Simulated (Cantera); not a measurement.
Input (Python, Cantera) and output of one run.

```python
import numpy as np
import cantera as ct

gas_names = """
    Br Br2 N N2 Si SiBr SiBr2 SiBr3 SiBr4 SiN Si2 Si2N Si3
""".split()
cond_names = """
    Br2(cr) Br2(L) Si(cr) Si(L) Si3N4(a)
""".split()


# ... load() reads the species with a 1 bar reference pressure and builds the phases ...
atoms = {
    'Si': {'Si': 1},
    'Br2': {'Br': 2},
    'N2': {'N': 2},
}
top_T = {'Si3N4(a)': 2400}  # K; cautious upper limits of use, not melting points


# ... equilibrate(T, P, feed) seeds the gas with the atoms and calls Mixture.equilibrate('TP', solver="vcs", rtol=1e-11, max_steps=5000) ...
results = []
feed = {'Si': 1, 'Br2': 1.1, 'N2': 16}  # mol
T = 1098  # K
P = 11  # Pa
mix = equilibrate(T, P, feed)
results.append((T, P, feed, dict(zip(mix.species_names, mix.species_moles))))
x = sorted(zip(gas.X, gas.species_names), reverse=True)
print(f"T = {T:g} K  P = {P:g} Pa  gas = {mix.phase_moles(0):.4g} mol")
print("   x: " + "  ".join(f"{s} {v:.3e}" for v, s in x if v > 0.0001))
print("   condensed (mol): " + ("  ".join(f"{mix.phase(i).name} {mix.phase_moles(i):.4g}"
      for i in range(1, mix.n_phases) if mix.phase_moles(i) > 1e-12) or "none"))
```

It prints:

```
T = 1098 K  P = 11 Pa  gas = 16.34 mol
   x: N2 9.614e-01  SiBr4 3.045e-02  Br 4.327e-03  SiBr2 2.975e-03  SiBr3 8.558e-04
   condensed (mol): Si3N4(a) 0.1466
```

These are equilibrium values from Cantera (NASA tables, ideal gas, pure condensed phases), not measurements of a reactor. N2 is the only nitrogen source here; it is nearly inert below about 1500 K, so the nitride shown seldom forms there in practice. The tables' values for SiBr3 are old estimates; treat these amounts as uncertain.
